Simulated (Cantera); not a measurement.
What does this Cantera script print?

```python
import numpy as np
import cantera as ct

gas_names = """
    B BCL BCL2 BCL3 BH BH2 BH3 BO BOCL BO2 B2 B2O B2O2 B2O3 B3O3CL3 B3O3H3 CL CLO CL2 H HBO HBO2 HCL
    HOCL HO2 H2 H2O H2O2 H3B3O6 O OH O2 O3
""".split()
cond_names = """
    B(b) B(L) B2O3(L) B3O3H3(cr) H2O(s) H2O(L)
""".split()


# ... load() reads the species with a 1 bar reference pressure and builds the phases ...
atoms = {
    'B2O3': {'B': 2, 'O': 3},
    'Cl2': {'CL': 2},
    'H2': {'H': 2},
}
top_T = {}  # K; cautious upper limits of use, not melting points


# ... equilibrate(T, P, feed) seeds the gas with the atoms and calls Mixture.equilibrate('TP', solver="vcs", rtol=1e-11, max_steps=5000) ...
results = []
T = 1473.15  # K
P = 133.322  # Pa
for m in [1.3, 2.1, 3, 3.8, 4.7, 5.5, 6.4, 7.2, 8.1]:
    feed = {'B2O3': 1, 'Cl2': m, 'H2': 0.81}  # mol
    mix = equilibrate(T, P, feed)
    results.append((T, P, feed, dict(zip(mix.species_names, mix.species_moles))))
    x = sorted(zip(gas.X, gas.species_names), reverse=True)
    print(f"T = {T:g} K  P = {P:g} Pa  n(Cl2) = {m:g} mol  gas = {mix.phase_moles(0):.4g} mol")
    print("   x: " + "  ".join(f"{s} {v:.3e}" for v, s in x if v > 1e-06))
    print("   condensed (mol): " + ("  ".join(f"{mix.phase(i).name} {mix.phase_moles(i):.4g}"
          for i in range(1, mix.n_phases) if mix.phase_moles(i) > 1e-12) or "none"))
```

It prints:

```
T = 1473.15 K  P = 133.322 Pa  n(Cl2) = 1.3 mol  gas = 2.528 mol
   x: HCL 6.311e-01  CL 2.895e-01  CL2 4.731e-02  BOCL 1.204e-02  B2O3 9.296e-03  HBO2 9.021e-03  O2 8.198e-04  H2O 2.996e-04  BCL3 2.612e-04  BO2 1.645e-04  B3O3CL3 8.934e-05  CLO 7.706e-06  OH 4.415e-06  O 2.193e-06
   condensed (mol): B2O3(L) 0.949
T = 1473.15 K  P = 133.322 Pa  n(Cl2) = 2.1 mol  gas = 3.839 mol
   x: CL 4.416e-01  HCL 4.166e-01  CL2 1.101e-01  BOCL 1.392e-02  B2O3 9.296e-03  HBO2 5.150e-03  O2 2.483e-03  BCL3 4.038e-04  BO2 2.170e-04  B3O3CL3 1.381e-04  H2O 9.764e-05  CLO 2.045e-05  O 3.817e-06  OH 3.325e-06
   condensed (mol): B2O3(L) 0.9257
T = 1473.15 K  P = 133.322 Pa  n(Cl2) = 3 mol  gas = 5.287 mol
   x: CL 5.152e-01  HCL 3.029e-01  CL2 1.498e-01  BOCL 1.509e-02  B2O3 9.296e-03  HBO2 3.454e-03  O2 3.330e-03  BCL3 5.144e-04  BO2 2.335e-04  B3O3CL3 1.759e-04  H2O 4.392e-05  CLO 2.763e-05  O 4.420e-06  OH 2.400e-06
   condensed (mol): B2O3(L) 0.8984
T = 1473.15 K  P = 133.322 Pa  n(Cl2) = 3.8 mol  gas = 6.567 mol
   x: CL 5.517e-01  HCL 2.440e-01  CL2 1.718e-01  BOCL 1.570e-02  B2O3 9.296e-03  O2 3.745e-03  HBO2 2.675e-03  BCL3 5.785e-04  BO2 2.405e-04  B3O3CL3 1.979e-04  CLO 3.139e-05  H2O 2.635e-05  O 4.687e-06  OH 1.914e-06
   condensed (mol): B2O3(L) 0.874
T = 1473.15 K  P = 133.322 Pa  n(Cl2) = 4.7 mol  gas = 8.002 mol
   x: CL 5.783e-01  HCL 2.003e-01  CL2 1.887e-01  BOCL 1.614e-02  B2O3 9.296e-03  O2 4.043e-03  HBO2 2.136e-03  BCL3 6.288e-04  BO2 2.451e-04  B3O3CL3 2.151e-04  CLO 3.418e-05  H2O 1.680e-05  O 4.871e-06  OH 1.558e-06
   condensed (mol): B2O3(L) 0.8464
T = 1473.15 K  P = 133.322 Pa  n(Cl2) = 5.5 mol  gas = 9.277 mol
   x: CL 5.947e-01  CL2 1.996e-01  HCL 1.728e-01  BOCL 1.641e-02  B2O3 9.296e-03  O2 4.227e-03  HBO2 1.812e-03  BCL3 6.615e-04  BO2 2.479e-04  B3O3CL3 2.262e-04  CLO 3.594e-05  H2O 1.209e-05  O 4.980e-06  OH 1.336e-06
   condensed (mol): B2O3(L) 0.8219
T = 1473.15 K  P = 133.322 Pa  n(Cl2) = 6.4 mol  gas = 10.71 mol
   x: CL 6.083e-01  CL2 2.089e-01  HCL 1.497e-01  BOCL 1.664e-02  B2O3 9.296e-03  O2 4.379e-03  HBO2 1.548e-03  BCL3 6.896e-04  BO2 2.501e-04  B3O3CL3 2.359e-04  CLO 3.742e-05  H2O 8.825e-06  O 5.069e-06  OH 1.152e-06
   condensed (mol): B2O3(L) 0.7942
T = 1473.15 K  P = 133.322 Pa  n(Cl2) = 7.2 mol  gas = 11.98 mol
   x: CL 6.177e-01  CL2 2.153e-01  HCL 1.338e-01  BOCL 1.680e-02  B2O3 9.296e-03  O2 4.482e-03  HBO2 1.371e-03  BCL3 7.093e-04  BO2 2.515e-04  B3O3CL3 2.426e-04  CLO 3.844e-05  H2O 6.920e-06  O 5.128e-06  OH 1.026e-06
   condensed (mol): B2O3(L) 0.7696
T = 1473.15 K  P = 133.322 Pa  n(Cl2) = 8.1 mol  gas = 13.41 mol
   x: CL 6.260e-01  CL2 2.212e-01  HCL 1.195e-01  BOCL 1.694e-02  B2O3 9.296e-03  O2 4.574e-03  HBO2 1.215e-03  BCL3 7.272e-04  BO2 2.528e-04  B3O3CL3 2.487e-04  CLO 3.936e-05  H2O 5.432e-06  O 5.181e-06
   condensed (mol): B2O3(L) 0.742
```

These are equilibrium values from Cantera (NASA tables, ideal gas, pure condensed phases), not measurements of a reactor. The tables' values for BOCl are old estimates; treat these amounts as uncertain.
